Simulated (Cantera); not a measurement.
# Fe3O4 + H2 (hydrogen reduction and annealing atmospheres)

Charge: 1 mol Fe3O4, 41 mol H2, equilibrated at 548 Torr.

Equilibrium computed with Cantera from the NASA thermochemical tables; the gas is ideal and each condensed phase is pure. Candidate condensed phases: Fe, FeO, Fe(OH)2, Fe(OH)3, Fe2O3, Fe3O4, H2O; 12 gas species. Kinetics and transport are ignored.

```tsv
T (K)	x H2	x H2O	x H	x Fe	x Fe(OH)2	x OH	x FeO	n Fe(γ)	n Fe(δ)
1373	0.902	0.0976	3.70e-6	1.07e-8	1.20e-7	7.15e-9	2.54e-12	3.00	0
1423	0.902	0.0976	7.39e-6	3.65e-8	1.96e-7	1.73e-8	1.11e-11	3.00	0
1473	0.902	0.0976	1.41e-5	1.14e-7	3.10e-7	3.96e-8	4.38e-11	3.00	0
1523	0.902	0.0976	2.57e-5	3.32e-7	4.76e-7	8.56e-8	1.58e-10	3.00	0
1573	0.902	0.0976	4.52e-5	9.01e-7	7.12e-7	1.76e-7	5.24e-10	3.00	0
1623	0.902	0.0976	7.68e-5	2.29e-6	1.04e-6	3.48e-7	1.61e-9	3.00	0
1673	0.902	0.0976	0.000127	5.50e-6	1.49e-6	6.59e-7	4.62e-9	0	3.00
1723	0.902	0.0975	0.000203	1.25e-5	2.07e-6	1.20e-6	1.24e-8	0	3.00
```
x: gas mole fraction; n: condensed amount in mol.

From 1373 K to 1623 K the condensed part is Fe(γ). From 1673 K to 1723 K the condensed part is Fe(δ). The main Fe-bearing gas is Fe(OH)2 at 1373 K and Fe at 1723 K.
